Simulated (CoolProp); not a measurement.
A single-stage vapour-compression cycle with the fluid: evaporating at 218.15 K (dew point), condensing at 242.15 K (bubble point), superheat 10 K, subcooling 8 K, compressor efficiency 0.6, no pressure losses. The same conditions are run with several fluids, on thermodynamics alone (safety and materials aside).

Computed with CoolProp (reference Helmholtz-energy equation of state of each fluid (nitrous oxide: Lemmon 2006; R143a: Lemmon and Jacobsen 2000; ammonia: Gao 2020; dimethyl ether: Wu 2011; hydrogen sulfide: Lemmon 2006; carbonyl sulfide: Lemmon 2006)).

Q: Rank nitrous oxide, R143a, ammonia, dimethyl ether, hydrogen sulfide, carbonyl sulfide by cooling COP, highest first.

A: R143a (5.17), dimethyl ether (5.14), carbonyl sulfide (5.00), hydrogen sulfide (4.92), nitrous oxide (4.85), ammonia (4.80)

| fluid | pressure ratio | discharge temperature (K) | refrigerating effect (kJ/kg) | volumetric capacity (kJ/m³) |
|---|---|---|---|---|
| nitrous oxide | 2.40 | 307.3 | 313 | 4150 |
| R143a | 2.99 | 280.5 | 219 | 692 |
| ammonia | 3.78 | 364.9 | 1380 | 377 |
| dimethyl ether | 3.49 | 298.2 | 476 | 256 |
| hydrogen sulfide | 2.79 | 334.6 | 518 | 1260 |
| carbonyl sulfide | 2.83 | 318.9 | 300 | 780 |
